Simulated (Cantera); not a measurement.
A closed system holds: 1 mol LiOH, 0.41 mol H₂, 6.8 mol O₂, held at 677 °C and 1330 Pa.

Method: chemical equilibrium by Gibbs-energy minimisation in Cantera with the NASA 1993 tables (ideal gas, pure condensed phases). Candidate condensed phases: H₂O, Li, LiH, LiOH, Li₂O; 17 gas species. Condensed phases not in the tables: the peroxide. Equilibrium is a limit: real reactors are often held back by kinetics, nucleation or transport.

Base state: O₂ 0.879, H₂O 0.121, LiOH 2.04e-5 (mole fractions); condensed: Li₂O(s).

### Question
What changes in the equilibrium state with this change: H₂ from 0.41 to 0.094 mol?

### Answer
```csv
species,before,after
O₂,0.879,0.919
H₂O,0.121,0.0808
LiOH,2.04e-5,1.66e-5
"Li₂O(s), mol",0.500,0.500
```

### Question
What changes in the equilibrium state with this change: temperature from 677 °C to 1725 °C?

### Answer
```csv
species,before,after
O₂,0.879,0.814
LiOH,2.04e-5,0.115
H₂O,0.121,0.0518
O,<1e-9,0.00515
Li,<1e-9,0.00445
"Li₂O(s), mol",0.500,0
```
